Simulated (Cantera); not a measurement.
Feed: 1 mol Si, 0.45 mol N2O, 12 mol H2, equilibrated at 2173 K and 10.0 mbar.

Equilibrium computed with Cantera from the NASA thermochemical tables; the gas is ideal and each condensed phase is pure. Candidate condensed phases: H2O, Si, SiO2, Si2N2O, Si3N4; 35 gas species. The tables' values for SiN are old estimates; treat these amounts as uncertain. Gases not in the tables: Si2H6 and higher silanes. Kinetics and transport are ignored.

Base state: H2 0.859, H 0.0447, SiO 0.0331, N2 0.0330, Si 0.0283, SiH 0.00122, Si2 0.000429, SiH2 0.000225 (mole fractions); condensed: Si(l).

Task: What changes in the equilibrium state with this change: pressure from 10.0 mbar to 44.0 Pa?

Result: 
```json
[
 {"species": "H2", "before": "0.859", "after": "0.709"},
 {"species": "H", "before": "0.0447", "after": "0.194"},
 {"species": "Si", "before": "0.0283", "after": "0.0365"},
 {"species": "SiO", "before": "0.0331", "after": "0.0302"},
 {"species": "N2", "before": "0.0330", "after": "0.0302"},
 {"species": "Si3", "before": "8.49e-5", "after": "3.54e-7"},
 {"species": "Si2N", "before": "0.000103", "after": "1.52e-6"},
 {"species": "SiH2", "before": "0.000225", "after": "1.06e-5"},
 {"species": "Si(l), mol", "before": "0.126", "after": "0"}
]
```

Task: What changes in the equilibrium state with this change: temperature from 2173 K to 1523 K?

Result: 
| species | before | after |
|---|---|---|
| H2 | 0.859 | 0.998 |
| N2 | 0.0330 | 0.00105 |
| SiO | 0.0331 | 0.00105 |
| H | 0.0447 | 0.000231 |
| Si | 0.0283 | 1.80e-6 |
| Si2 | 0.000429 | 2.71e-9 |
| Si3 | 8.49e-5 | <1e-9 |
| Si(l), mol | 0.126 | 0 |
| Si(s), mol | 0 | 0.113 |
| Si2N2O(s), mol | 0 | 0.437 |
Mutual solubility and eutectic melting of coexisting phases are not modelled.
